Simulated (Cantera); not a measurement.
Input: 1 mol SiH₄, 1.3 mol C₂H₂, 54 mol H₂, held at 750 Torr.

Cantera equilibrium calculation (NASA polynomials, part measured and part estimated; ideal gas, pure solids and liquids). Candidate condensed phases: C, C₆H₆, C₇H₈, C₈H₁₈, Si, SiC; 87 gas species. Gases not in the tables: Si₂H₆ and higher silanes. Equilibrium is a limit: real reactors are often held back by kinetics, nucleation or transport.

**Question.** Which condensed phases are stable at each of these points (T (K)): 1050, 1150, 1250, 1350, 1450, 1550, 1650, 1750, 1850, 1950, 2050, 2150?

**Answer.** 
| T (K) | condensed phases | Si condensed (%) |
|---|---|---|
| 1050 | SiC(s) | 100.0 |
| 1150 | C(graphite) + SiC(s) | 100.0 |
| 1250 | C(graphite) + SiC(s) | 100.0 |
| 1350 | C(graphite) + SiC(s) | 100.0 |
| 1450 | C(graphite) + SiC(s) | 100.0 |
| 1550 | C(graphite) + SiC(s) | 100.0 |
| 1650 | C(graphite) + SiC(s) | 100.0 |
| 1750 | C(graphite) + SiC(s) | 100.0 |
| 1850 | C(graphite) + SiC(s) | 100.0 |
| 1950 | C(graphite) + SiC(s) | 100.0 |
| 2050 | C(graphite) + SiC(s) | 99.9 |
| 2150 | C(graphite) + SiC(s) | 99.7 |

At 1050 K the condensed part is SiC(s). From 1150 K to 2150 K the condensed part is C(graphite) + SiC(s).
